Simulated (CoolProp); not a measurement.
A single-stage vapour-compression cycle with R115: evaporating at 228.15 K (dew point), condensing at 285.15 K (bubble point), superheat 0 K, subcooling 8 K, compressor efficiency 0.75, no pressure losses. Each further row changes one setting.

Model: reference Helmholtz-energy equation of state, Lemmon 2016, in CoolProp.

| case | cooling COP | pressure ratio | discharge temperature (K) | refrigerating effect (kJ/kg) | volumetric capacity (kJ/m³) |
|---|---|---|---|---|---|
| as stated | 2.30 | 8.15 | 290.1 | 79.7 | 522 |
| evaporating temperature 233.15 K | 2.67 | 6.47 | 289.0 | 82.5 | 671 |
| condensing temperature 280.15 K | 2.64 | 7.04 | 285.3 | 84.9 | 556 |
| subcooling 13 K | 2.45 | 8.15 | 290.1 | 84.8 | 556 |
| superheat 10 K | 2.36 | 8.15 | 300.6 | 86.1 | 538 |
| compressor efficiency 0.65 | 2.00 | 8.15 | 296.8 | 79.7 | 522 |
